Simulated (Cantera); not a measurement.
# Catalytic combustion on Pt

An isothermal plug-flow reactor at 1150 K and 1.28 atm (inlet), inlet velocity 0.13 m/s, active area per volume 920 1/m; feed CH4 : O2 : N2 = 0.0024 : 0.022 : 0.79 (molar parts).

Model: Deutschmann's 1995 Pt surface mechanism with GRI-Mech 3.0 gas chemistry, integrated in Cantera. Catalytic surfaces can have several steady states; this one follows from the mechanism file's or the stated starting coverage. Mass transfer to the wall is taken as infinitely fast.

```
z (m)       x CH4    x O2    x H2O    x CO2     x CO  θ free Pt   θ O*     θ OH*
-------  --------  ------  -------  -------  -------  ---------  -----  --------
0.00013   0.00190  0.0249  0.00208  0.00103  2.44e-6      0.443  0.556  0.000745
0.00023   0.00135  0.0238  0.00317  0.00158  1.74e-6      0.445  0.554  0.000914
0.0004   0.000748  0.0226  0.00437  0.00218  9.75e-7      0.448  0.551   0.00107
0.00072  0.000242  0.0216  0.00538  0.00268  3.21e-7      0.450  0.549   0.00118
0.0013    3.06e-5  0.0212  0.00580  0.00289  4.58e-8      0.451  0.548   0.00123
0.0023    8.65e-7  0.0212  0.00586  0.00292  5.17e-9      0.451  0.547   0.00123
0.004     2.40e-9  0.0212  0.00587  0.00293  2.30e-9      0.451  0.547   0.00123
0.0072   2.27e-10  0.0211  0.00587  0.00293  1.49e-9      0.451  0.547   0.00123
0.013    6.63e-11  0.0211  0.00588  0.00293  1.22e-9      0.451  0.547   0.00123
```
x: gas mole fraction; θ: surface coverage.
